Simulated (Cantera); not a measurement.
Input: 1 mol B, 8.9 mol H2, held at 1775 °C and 1.00 bar.

Cantera equilibrium calculation (NASA polynomials, part measured and part estimated; ideal gas, pure solids and liquids). Candidate condensed phases: B; 7 gas species. The tables' values for BH2 are old estimates; treat these amounts as uncertain. Gases not in the tables: B2H6 and higher boranes. Rates play no part.

Base state: H2 0.997, H 0.00224, BH2 0.000611, BH3 4.03e-5 (mole fractions); condensed: B(s).

Task: What changes in the equilibrium state with this change: pressure from 1.00 bar to 0.133 bar?

Result: 
```
species      before     after
---------  --------  --------
H2            0.997     0.993
H           0.00224   0.00612
BH2        0.000611  0.000609
BH3         4.03e-5   1.46e-5
B(s), mol     0.994     0.994
```

Task: What changes in the equilibrium state with this change: temperature from 1775 °C to 1625 °C?

Result: 
| species | before | after |
|---|---|---|
| H2 | 0.997 | 0.999 |
| H | 0.00224 | 0.000781 |
| BH2 | 0.000611 | 0.000252 |
| BH3 | 4.03e-5 | 2.71e-5 |
| B(s), mol | 0.994 | 0.998 |
